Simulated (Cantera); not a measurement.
Input: 1 mol SiC, 0.2 mol O₂, 1 mol H₂, equilibrated at 1.00 bar.

Method: chemical equilibrium by Gibbs-energy minimisation in Cantera with the NASA 1993 tables (ideal gas, pure condensed phases). Candidate condensed phases: C, C₆H₆, C₇H₈, C₈H₁₈, H₂O, Si, SiC, SiO₂; 123 gas species. Mutual solubility and eutectic melting of coexisting phases are not modelled. The tables hold silica as quartz up to 1696 K and as liquid above; real silica turns to tridymite and cristobalite and melts near 1996 K. Gases not in the tables: Si₂H₆ and higher silanes. The numbers say what is thermodynamically allowed, not how fast it happens.

**Question.** Which condensed phases are stable at each of these points (T (K)): 975, 1075, 1175, 1275, 1375, 1475, 1575, 1675, 1775, 1875, 1975, 2075, 2175?

**Answer.** 
```tsv
T (K)	condensed phases	Si condensed (%)
975	C(graphite) + SiC(s) + SiO₂(β-quartz)	100.0
1075	C(graphite) + SiC(s) + SiO₂(β-quartz)	100.0
1175	C(graphite) + SiC(s) + SiO₂(β-quartz)	100.0
1275	C(graphite) + SiC(s) + SiO₂(β-quartz)	100.0
1375	C(graphite) + SiC(s) + SiO₂(β-quartz)	100.0
1475	C(graphite) + SiC(s) + SiO₂(β-quartz)	100.0
1575	C(graphite) + SiC(s) + SiO₂(β-quartz)	100.0
1675	SiC(s) + SiO₂(β-quartz)	99.8
1775	SiC(s) + SiO₂(condensed)	99.0
1875	SiC(s) + SiO₂(condensed)	94.2
1975	SiC(s)	80.0
2075	SiC(s)	80.0
2175	SiC(s)	80.0
```

From 975 K to 1575 K the condensed part is C(graphite) + SiC(s) + SiO₂(β-quartz). At 1675 K the condensed part is SiC(s) + SiO₂(β-quartz). From 1775 K to 1875 K the condensed part is SiC(s) + SiO₂(condensed). From 1975 K to 2175 K the condensed part is SiC(s).
